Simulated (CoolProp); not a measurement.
Saturation properties of cyclohexane (Tc = 553.6 K, pc = 4.081 MPa, ω = 0.209).

Model: reference Helmholtz-energy equation of state, Zhou 2014, in CoolProp.

| T (K) | p (MPa) | liquid density (kg/m³) | liquid cp (kJ/(kg K)) | vapour viscosity (µPa s) |
|---|---|---|---|---|
| 354.7 | 0.1039 | 718.6 | 2.132 | 8.12 |
| 360.8 | 0.1242 | 712.4 | 2.163 | 8.24 |
| 366.8 | 0.1471 | 706.2 | 2.193 | 8.37 |
| 372.9 | 0.1736 | 699.8 | 2.224 | 8.49 |
| 378.9 | 0.2030 | 693.5 | 2.256 | 8.62 |
| 385 | 0.2367 | 686.9 | 2.288 | 8.75 |
| 391 | 0.2739 | 680.4 | 2.321 | 8.88 |
| 397.1 | 0.3161 | 673.7 | 2.354 | 9.02 |
| 403.1 | 0.3621 | 667.0 | 2.388 | 9.16 |
| 409.2 | 0.4139 | 660.1 | 2.423 | 9.31 |
| 415.2 | 0.4701 | 653.2 | 2.458 | 9.46 |
| 421.3 | 0.5329 | 646.0 | 2.495 | 9.62 |
| 427.3 | 0.6005 | 638.8 | 2.533 | 9.79 |
| 433.4 | 0.6755 | 631.3 | 2.572 | 9.97 |
| 439.4 | 0.7559 | 623.8 | 2.612 | 10.2 |

It boils at 353.9 K under 1 atm.

Viscosity comes from a separate model (Tariq 2014).
